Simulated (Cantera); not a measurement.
Mixture: H2 : O2 : N2 = 1 : 0.312 : 1.17 (molar parts), equivalence ratio 1.6, at 9.87 atm, adiabatic and at constant pressure. Ignition delay is the time to a rise of 400 K.

Detailed kinetics in Cantera: GRI-Mech 3.0 (53 species, 325 reactions). The hydrogen kinetics of GRI-Mech 3.0 are dated; newer H2 mechanisms differ, most at raised pressure.

What does this change do: constant volume in place of constant pressure?


```
quantity                                                before       after
--------------------------------------------------  ----------  ----------
delay at 975 K                                         13.0 ms     11.9 ms
delay at 1075 K                                        1.31 ms     1.23 ms
delay at 1175 K                                       0.122 ms    0.118 ms
delay at 1275 K                                        7.75 µs     7.53 µs
delay at 1375 K                                        2.84 µs     2.73 µs
apparent activation energy between 1275 and 1375 K  150 kJ/mol  150 kJ/mol
```
